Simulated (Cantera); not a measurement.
An isothermal, constant-pressure homogeneous reactor starts with C2H4 : H2 = 1 : 5.6 (molar parts), at 1723 K and 158 Torr.

Computed with Cantera and GRI-Mech 3.0 (53 species, 325 reactions). GRI-Mech 3.0 was tuned for natural gas; its chemistry of ethylene as a main component is partial and can be far from experiment. GRI-Mech 3.0 stops at C3 and has no aromatics, soot or wall deposition, so with more carbon than oxygen in the feed, carbon stays in small species such as C2H2 where larger ones or solid carbon would form.

x: mole fraction; the columns are a selection and need not sum to one.

```json
[
 {"t (s)": "3.00e-5", "x C2H4": "0.151", "x H2": "0.849", "x CH4": "1.16e-8", "x H": "___", "x CH3": "3.31e-9", "x C2H6": "6.19e-8"},
 {"t (s)": "7.27e-5", "x C2H4": "0.149", "x H2": "0.849", "x CH4": "1.27e-7", "x H": "___", "x CH3": "1.49e-8", "x C2H6": "2.70e-7"},
 {"t (s)": "0.000176", "x C2H4": "0.146", "x H2": "0.849", "x CH4": "1.33e-6", "x H": "___", "x CH3": "6.39e-8", "x C2H6": "1.13e-6"},
 {"t (s)": "0.000428", "x C2H4": "0.137", "x H2": "0.850", "x CH4": "1.21e-5", "x H": "___", "x CH3": "2.24e-7", "x C2H6": "3.63e-6"},
 {"t (s)": "0.00104", "x C2H4": "0.111", "x H2": "0.854", "x CH4": "7.16e-5", "x H": "___", "x CH3": "4.86e-7", "x C2H6": "5.99e-6"},
 {"t (s)": "0.00251", "x C2H4": "0.0616", "x H2": "0.860", "x CH4": "0.000214", "x H": "___", "x CH3": "6.88e-7", "x C2H6": "4.11e-6"},
 {"t (s)": "0.00609", "x C2H4": "0.0125", "x H2": "0.866", "x CH4": "0.000379", "x H": "___", "x CH3": "1.26e-6", "x C2H6": "1.18e-6"},
 {"t (s)": "0.0148", "x C2H4": "0.000970", "x H2": "0.868", "x CH4": "0.000462", "x H": "0.000356", "x CH3": "3.86e-6", "x C2H6": "1.47e-7"},
 {"t (s)": "0.0358", "x C2H4": "0.000960", "x H2": "0.868", "x CH4": "0.000610", "x H": "0.000379", "x CH3": "5.41e-6", "x C2H6": "1.50e-7"},
 {"t (s)": "0.0868", "x C2H4": "0.000959", "x H2": "0.867", "x CH4": "0.000967", "x H": "0.000378", "x CH3": "8.56e-6", "x C2H6": "1.52e-7"},
 {"t (s)": "0.211", "x C2H4": "0.000956", "x H2": "0.867", "x CH4": "0.00180", "x H": "0.000377", "x CH3": "1.59e-5", "x C2H6": "1.63e-7"},
 {"t (s)": "0.510", "x C2H4": "0.000951", "x H2": "0.866", "x CH4": "0.00352", "x H": "0.000376", "x CH3": "3.09e-5", "x C2H6": "2.06e-7"},
 {"t (s)": "1.24", "x C2H4": "0.000946", "x H2": "0.864", "x CH4": "0.00565", "x H": "0.000373", "x CH3": "4.94e-5", "x C2H6": "2.99e-7"},
 {"t (s)": "3.00", "x C2H4": "0.000944", "x H2": "0.864", "x CH4": "0.00632", "x H": "0.000373", "x CH3": "5.52e-5", "x C2H6": "3.37e-7"}
]
```

Q: Fill in the missing entries.

A: 
- 3.00e-5, x H: 2.80e-6
- 7.27e-5, x H: 6.83e-6
- 0.000176, x H: 1.67e-5
- 0.000428, x H: 3.89e-5
- 0.00104, x H: 6.74e-5
- 0.00251, x H: 8.34e-5
- 0.00609, x H: 0.000132
